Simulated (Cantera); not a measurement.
A Cantera script and its output.

```python
import numpy as np
import cantera as ct

gas = ct.Solution("gri30.yaml")
gas.TPX = 1725, 95000, {'C3H8': 0.37, 'H2': 1.9}
reactor = ct.IdealGasConstPressureReactor(gas, energy="off", clone=False)
net = ct.ReactorNet([reactor])
net.rtol, net.atol = 1e-08, 1e-18
show = ['C3H8', 'H2', 'C2H2', 'C2H4', 'C2H6', 'H']
times = np.geomspace(0.0004, 1, 12)

steps = ct.SolutionArray(gas, extra=["t"])
rows = []
print(f"{'t/s':>10s}{'T/K':>9s}{'P/Pa':>11s}" + "".join(f"{s:>11s}" for s in show))
for t in times:
    while net.time < t:
        t_next = net.step()
        steps.append(gas.state, t=t_next)
    rows.append([np.interp(t, steps.t, y) for y in (steps.T, steps.P, *steps(*show).X.T)])
    print(f"{t:10.3e}{rows[-1][0]:9.1f}{rows[-1][1]:11.4g}" + "".join(f"{x:11.3e}" for x in rows[-1][2:]))
rate = np.gradient(steps.T, steps.t)
print("integrator steps:", len(steps.t))
if steps.T.max() > steps.T[0] + 200:
    print(f"time of steepest temperature rise: {steps.t[rate.argmax()]:.4e} s")
gas.TPX = 1725, 95000, {'C3H8': 0.37, 'H2': 1.9}
gas.equilibrate("TP")
print(f"equilibrium (TP): T = {gas.T:.1f} K  " + "  ".join(f"{s} {gas[s].X[0]:.3e}" for s in show))
```

Output:

```
       t/s      T/K       P/Pa       C3H8         H2       C2H2       C2H4       C2H6          H
 4.000e-04   1725.0    9.5e+04  1.547e-07  7.437e-01  8.789e-02  3.944e-02  9.012e-05  1.353e-04
 8.146e-04   1725.0    9.5e+04  8.970e-08  7.495e-01  1.065e-01  1.868e-02  7.722e-05  1.400e-04
 1.659e-03   1725.0    9.5e+04  5.038e-08  7.542e-01  1.180e-01  6.497e-03  6.822e-05  1.441e-04
 3.379e-03   1725.0    9.5e+04  3.936e-08  7.583e-01  1.218e-01  4.211e-03  6.174e-05  1.461e-04
 6.881e-03   1725.0    9.5e+04  3.256e-08  7.647e-01  1.251e-01  4.174e-03  5.274e-05  1.485e-04
 1.401e-02   1725.0    9.5e+04  2.378e-08  7.749e-01  1.302e-01  4.223e-03  3.994e-05  1.523e-04
 2.854e-02   1725.0    9.5e+04  1.502e-08  7.883e-01  1.369e-01  4.323e-03  2.583e-05  1.580e-04
 5.813e-02   1725.0    9.5e+04  8.821e-09  8.018e-01  1.437e-01  4.468e-03  1.485e-05  1.646e-04
 1.184e-01   1725.0    9.5e+04  5.640e-09  8.115e-01  1.485e-01  4.597e-03  9.146e-06  1.702e-04
 2.411e-01   1725.0    9.5e+04  4.534e-09  8.155e-01  1.505e-01  4.658e-03  7.314e-06  1.729e-04
 4.910e-01   1725.0    9.5e+04  4.377e-09  8.161e-01  1.508e-01  4.667e-03  7.069e-06  1.734e-04
 1.000e+00   1725.0    9.5e+04  4.374e-09  8.161e-01  1.508e-01  4.668e-03  7.064e-06  1.734e-04
integrator steps: 1211
equilibrium (TP): T = 1725.0 K  C3H8 4.374e-09  H2 8.161e-01  C2H2 1.508e-01  C2H4 4.668e-03  C2H6 7.064e-06  H 1.734e-04
```

Model: GRI-Mech 3.0 (53 species, 325 reactions), integrated in Cantera. GRI-Mech 3.0 was tuned for natural gas; its chemistry of propane as a main component is partial and can be far from experiment. GRI-Mech 3.0 stops at C3 and has no aromatics, soot or wall deposition, so with more carbon than oxygen in the feed, carbon stays in small species such as C2H2 where larger ones or solid carbon would form.
